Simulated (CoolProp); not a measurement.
The fluid at 613.29 K and 0.256 MPa flows at 0.14 m/s in a round tube of 4.6 mm bore and 1.5 µm roughness, fully developed (64/Re and Nu = 3.66 if laminar; Colebrook and Gnielinski if turbulent). The same conditions are run with several fluids, on thermodynamics alone (safety and materials aside).

Model: reference Helmholtz-energy equation of state of each fluid (normal hydrogen: Leachman 2009; sulfur hexafluoride: Guder 2009; water: Wagner 2002; n-decane: Lemmon 2006; nitrogen: Span 2000), in CoolProp.

```
fluid                Reynolds number  Darcy friction factor  pressure drop (Pa/m)  heat-transfer coefficient (W/(m² K))  mass flow (kg/h)
-------------------  ---------------  ---------------------  --------------------  ------------------------------------  ----------------
normal hydrogen                 4.43                   14.4                  3.11                                   250          0.000847
sulfur hexafluoride              168                  0.381                  5.95                                  28.0            0.0615
water                           26.6                   2.40                  4.65                                  38.3           0.00761
n-decane                         456                  0.140                  2.24                                  31.8            0.0627
nitrogen                        30.1                   2.12                  6.36                                  36.3            0.0118
```

Transport values come from each fluid's own correlations.
